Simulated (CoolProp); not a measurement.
R1123 at several states: Z from the reference equation and from simpler models built on Tc = 331.7 K, pc = 4.549 MPa, ω = 0.243; each cubic takes its own stable root.

Model: reference Helmholtz-energy equation of state, Akasaka 2020, in CoolProp.

| T (K) | p (MPa) | phase | reference | Pitzer virial | van der Waals | Redlich-Kwong |
|---|---|---|---|---|---|---|
| 416.5 | 0.0944 | gas | 0.9968 | 0.9968 | 0.9965 | 0.9964 |
| 267.8 | 0.812 | gas | 0.8548 | 0.8717 | 0.9037 | 0.8769 |
| 233 | 0.0127 | gas | 0.9968 | 0.9968 | 0.9981 | 0.9975 |
| 357.4 | 0.416 | gas | 0.9749 | 0.9755 | 0.9770 | 0.9746 |
| 282.9 | 0.0282 | gas | 0.9963 | 0.9963 | 0.9973 | 0.9967 |
